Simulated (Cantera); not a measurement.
**Ammonia decomposition in nitride growth gas**

An isothermal, constant-pressure homogeneous reactor starts with 45.5 % NH₃, 54.5 % H₂, at 1475 K and 0.920 bar.

Model: the gas-phase N/H chemistry of the illustrative SiF4/NH3 mechanism in the Surface Chemkin manual (1991), integrated in Cantera. Walls and surfaces, which speed up NH3 decomposition in real reactors, are not modelled.

```
t (s)     x NH₃   x H₂      x NH    x N₂H₄    x NH₂      x H       x N
--------  -----  -----  --------  --------  -------  -------  --------
5.00e-5   0.455  0.545  1.35e-12  1.23e-12  1.16e-7  6.45e-8    <1e-12
0.000139  0.455  0.545  1.08e-11  1.30e-11  3.23e-7  1.79e-7    <1e-12
0.000387  0.455  0.545  8.44e-11  1.13e-10  8.97e-7  4.98e-7    <1e-12
0.00108   0.455  0.545  6.46e-10  9.04e-10  2.48e-6  1.38e-6  1.56e-12
0.00300   0.455  0.545   4.51e-9   6.40e-9  6.55e-6  3.64e-6  2.86e-11
0.00834   0.455  0.545   1.76e-8   2.52e-8  1.30e-5  7.20e-6  2.20e-10
0.0232    0.454  0.545   2.27e-8   3.25e-8  1.47e-5  8.18e-6  3.22e-10
0.0646    0.454  0.546   2.27e-8   3.25e-8  1.47e-5  8.18e-6  3.22e-10
0.180     0.454  0.546   2.27e-8   3.24e-8  1.47e-5  8.19e-6  3.22e-10
0.500     0.453  0.546   2.27e-8   3.23e-8  1.47e-5  8.20e-6  3.21e-10
1.39      0.451  0.548   2.26e-8   3.19e-8  1.46e-5  8.22e-6  3.20e-10
3.87      0.444  0.553   2.22e-8   3.10e-8  1.44e-5  8.29e-6  3.15e-10
10.8      0.426  0.564   2.13e-8   2.85e-8  1.38e-5  8.47e-6  3.03e-10
30.0      0.383  0.592   1.92e-8   2.31e-8  1.24e-5  8.89e-6  2.74e-10
```
x: mole fraction; the columns are a selection and need not sum to one.

Equilibrium at this temperature and pressure: NH₃ 1.86e-5, H₂ 0.844, NH <1e-12, N₂H₄ <1e-12, NH₂ 5.95e-10, H 1.25e-5, N <1e-12 (gas phase only).
